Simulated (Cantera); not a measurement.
**Transport properties of process gases**

Gas mixture: 100 % CO, at 110 Pa, frozen composition.

Cantera's kinetic-theory transport with the Lennard-Jones parameters of GRI-Mech 3.0, ideal gas; thermal conductivity in the multicomponent form.

| T (K) | ρ (kg/m³) | cp (J/kg/K) | μ (µPa s) | λ (mW/m/K) | Pr | D (cm²/s) CO₂ | D (cm²/s) CH₄ | D (cm²/s) C₂H₂ |
|---|---|---|---|---|---|---|---|---|
| 400 | 0.000926 | 1049 | 22.0 | 31.9 | 0.722 | 243 | 341 | 256 |
| 550 | 0.000674 | 1074 | 27.4 | 41.0 | 0.719 | 427 | 591 | 448 |
| 700 | 0.000529 | 1112 | 32.3 | 50.0 | 0.717 | 648 | 892 | 679 |
| 850 | 0.000436 | 1152 | 36.7 | 59.0 | 0.716 | 903 | 1240 | 944 |
| 1000 | 0.000371 | 1184 | 40.8 | 67.5 | 0.716 | 1190 | 1620 | 1240 |
| 1150 | 0.000322 | 1211 | 44.7 | 75.7 | 0.715 | 1500 | 2050 | 1570 |
| 1300 | 0.000285 | 1234 | 48.4 | 83.5 | 0.715 | 1850 | 2520 | 1930 |
| 1450 | 0.000256 | 1252 | 51.9 | 91.0 | 0.714 | 2220 | 3020 | 2310 |
| 1600 | 0.000232 | 1267 | 55.4 | 98.2 | 0.714 | 2610 | 3550 | 2730 |
D: mixture-averaged diffusion coefficient of that species in the mixture.
